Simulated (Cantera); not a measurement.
Feed: 1 mol MgO, 0.062 mol H₂O, 4.4 mol N₂, 0.48 mol HI, held at 0.510 bar.

Method: chemical equilibrium by Gibbs-energy minimisation in Cantera with the NASA 1993 tables (ideal gas, pure condensed phases). Candidate condensed phases: H₂O, I₂, Mg, MgI₂, MgO, Mg(OH)₂; 36 gas species. Rates play no part. All values below are at 1598 K.

Base state: N₂ 0.859, I 0.0702, H₂ 0.0359, HI 0.0207, H₂O 0.0127, I₂ 0.000773, MgI₂ 0.000618, H 1.41e-5 (mole fractions); condensed: MgO(s).

What changes in the equilibrium state with this change: N₂ from 4.4 to 0.057 mol?


| species | before | after |
|---|---|---|
| I | 0.0702 | 0.353 |
| HI | 0.0207 | 0.244 |
| H₂ | 0.0359 | 0.196 |
| N₂ | 0.859 | 0.0783 |
| I₂ | 0.000773 | 0.0196 |
| MgI₂ | 0.000618 | 0.0113 |
| H₂O | 0.0127 | 0.0965 |
| MgI | 4.12e-6 | 1.50e-5 |
| H | 1.41e-5 | 3.30e-5 |
| MgO(s), mol | 0.997 | 0.992 |
